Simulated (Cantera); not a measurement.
Input: 1 mol Si, 0.032 mol CO2, a varied amount of H2, equilibrated at 1677 °C and 1.30 bar.

These are equilibrium values from Cantera (NASA tables, ideal gas, pure condensed phases), not measurements of a reactor. Candidate condensed phases: C, C6H6, C7H8, C8H18, H2O, Si, SiC, SiO2; 123 gas species. Mutual solubility and eutectic melting of coexisting phases are not modelled. Gases not in the tables: Si2H6 and higher silanes. Kinetics and transport are ignored.

x: gas mole fraction; n: condensed amount in mol.

```json
[
 {"n(H2) (mol)": "1.1", "x H2": "0.944", "x SiO": "0.0440", "x CO": "0.0109", "x H": "0.000977", "x SiH2": "7.49e-5", "x H2O": "…", "x CH4": "2.56e-5", "n Si(l)": "0.929", "n SiC(s)": "0.0192"},
 {"n(H2) (mol)": "1.6", "x H2": "0.960", "x SiO": "0.0308", "x CO": "0.00765", "x H": "0.000985", "x SiH2": "7.62e-5", "x H2O": "…", "x CH4": "2.65e-5", "n Si(l)": "0.929", "n SiC(s)": "0.0192"},
 {"n(H2) (mol)": "2.3", "x H2": "0.972", "x SiO": "0.0217", "x CO": "0.00539", "x H": "0.000991", "x SiH2": "7.71e-5", "x H2O": "…", "x CH4": "2.71e-5", "n Si(l)": "0.929", "n SiC(s)": "0.0192"},
 {"n(H2) (mol)": "3.3", "x H2": "0.980", "x SiO": "0.0152", "x CO": "0.00379", "x H": "0.000995", "x SiH2": "7.77e-5", "x H2O": "…", "x CH4": "2.75e-5", "n Si(l)": "0.929", "n SiC(s)": "0.0192"},
 {"n(H2) (mol)": "4.8", "x H2": "0.986", "x SiO": "0.0105", "x CO": "0.00262", "x H": "0.000998", "x SiH2": "7.82e-5", "x H2O": "…", "x CH4": "2.79e-5", "n Si(l)": "0.929", "n SiC(s)": "0.0191"},
 {"n(H2) (mol)": "6.9", "x H2": "0.990", "x SiO": "0.00735", "x CO": "0.00183", "x H": "0.00100", "x SiH2": "7.85e-5", "x H2O": "…", "x CH4": "2.81e-5", "n Si(l)": "0.929", "n SiC(s)": "0.0190"},
 {"n(H2) (mol)": "9.9", "x H2": "0.992", "x SiO": "0.00514", "x CO": "0.00128", "x H": "0.00100", "x SiH2": "7.87e-5", "x H2O": "…", "x CH4": "2.83e-5", "n Si(l)": "0.929", "n SiC(s)": "0.0189"},
 {"n(H2) (mol)": "14", "x H2": "0.994", "x SiO": "0.00364", "x CO": "0.000905", "x H": "0.00100", "x SiH2": "7.88e-5", "x H2O": "…", "x CH4": "2.84e-5", "n Si(l)": "0.928", "n SiC(s)": "0.0188"},
 {"n(H2) (mol)": "21", "x H2": "0.996", "x SiO": "0.00243", "x CO": "0.000605", "x H": "0.00100", "x SiH2": "7.90e-5", "x H2O": "…", "x CH4": "2.84e-5", "n Si(l)": "0.928", "n SiC(s)": "0.0186"},
 {"n(H2) (mol)": "30", "x H2": "0.997", "x SiO": "0.00170", "x CO": "0.000424", "x H": "0.00100", "x SiH2": "7.90e-5", "x H2O": "…", "x CH4": "2.85e-5", "n Si(l)": "0.927", "n SiC(s)": "0.0183"},
 {"n(H2) (mol)": "43", "x H2": "0.997", "x SiO": "0.00119", "x CO": "0.000296", "x H": "0.00100", "x SiH2": "7.91e-5", "x H2O": "…", "x CH4": "2.85e-5", "n Si(l)": "0.926", "n SiC(s)": "0.0179"},
 {"n(H2) (mol)": "62", "x H2": "0.998", "x SiO": "0.000825", "x CO": "0.000205", "x H": "0.00100", "x SiH2": "7.91e-5", "x H2O": "…", "x CH4": "2.86e-5", "n Si(l)": "0.924", "n SiC(s)": "0.0173"}
]
```

### Question
What belongs in the gaps?

### Answer

- 1.1, x H2O: 4.26e-5
- 1.6, x H2O: 3.03e-5
- 2.3, x H2O: 2.16e-5
- 3.3, x H2O: 1.53e-5
- 4.8, x H2O: 1.06e-5
- 6.9, x H2O: 7.46e-6
- 9.9, x H2O: 5.23e-6
- 14, x H2O: 3.71e-6
- 21, x H2O: 2.48e-6
- 30, x H2O: 1.74e-6
- 43, x H2O: 1.22e-6
- 62, x H2O: 8.44e-7
